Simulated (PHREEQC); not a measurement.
Make-up at 25 °C: 0.0028 mol NaHCO3 and 0.00024 mol Na2B4O7 per kg of water. Closed to the air; pH follows from the charge balance.

Model: ion-association model, wateq4f.dat, run in PHREEQC.

```tsv
quantity	before	after
pH	8.95	8.81
ionic strength (mol/kgw)	0.00340	0.00339
HCO3- (mol/kgw)	0.00265	0.00265
H3BO3 (mol/kgw)	0.000622	0.000630
H2BO3- (mol/kgw)	0.000338	0.000329
CO3-2 (mol/kgw)	0.000132	0.000126
SI of Nahcolite (NaHCO3)	-4.57	-4.70
SI of Natron (Na2CO3:10H2O)	-7.70	-8.28
```

Problem. Which change was made?
A) temperature from 25 to 40 °C
B) diluted 100-fold with water
C) 0.00053 mol/kgw MnCl2 added
D) NaHCO3 from 0.0028 to 0.028 mol/kgw
E) temperature from 25 to 15 °C

Solution. A, temperature from 25 to 40 °C

Precipitation was switched off in this run. Away from 25 °C the constants follow the database's enthalpies or fits; those with neither stay at their 25 °C values.
